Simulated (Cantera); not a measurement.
Feed: 1 mol SiO2, 1.3 mol CO, a varied amount of CH4, at 1773.15 K and 16000 Pa.

Method: chemical equilibrium by Gibbs-energy minimisation in Cantera with the NASA 1993 tables (ideal gas, pure condensed phases). Candidate condensed phases: C, C6H6, C7H8, C8H18, H2O, Si, SiC, SiO2; 123 gas species. Kinetics and transport are ignored.

### Question
At 2.7 mol CH4, list the 6 most abundant gas species with their mole fractions, and the condensed phases.

### Answer
H2 0.620, CO 0.362, SiO 0.0172, H 0.000561, H2O 3.57e-5, CH4 1.70e-5. Condensed: SiC(s).
